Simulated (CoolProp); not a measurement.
A simple Rankine cycle with R21: condensing at 297.15 K, boiler at 3.19 MPa, turbine inlet 460.8 K, turbine efficiency 0.9, pump efficiency 0.8, no recuperator. Each further row changes one setting.

Model: reference Helmholtz-energy equation of state, Platzer 1990, in CoolProp. This equation is an older, rougher fit; its heat capacities, sound speeds and derivatives of the liquid may be far off and weren't checked against measurements.

```csv
case,thermal efficiency (%),net work (kJ/kg),heat in (kJ/kg),turbine exit temperature (K),volume ratio over the turbine
as stated,21.5,66.8,310,…,15.5
condensing temperature 289.15 K,22.8,72.7,318,…,20.0
boiler pressure 2.23 MPa,19.9,…,322,338.7,10.6
turbine efficiency 0.8,19.1,59.1,310,328.1,16.2
```

### Question
What belongs in the gaps?

### Answer

- as stated, turbine exit temperature (K): 316.2
- condensing temperature 289.15 K, turbine exit temperature (K): 305.4
- boiler pressure 2.23 MPa, net work (kJ/kg): 64.2
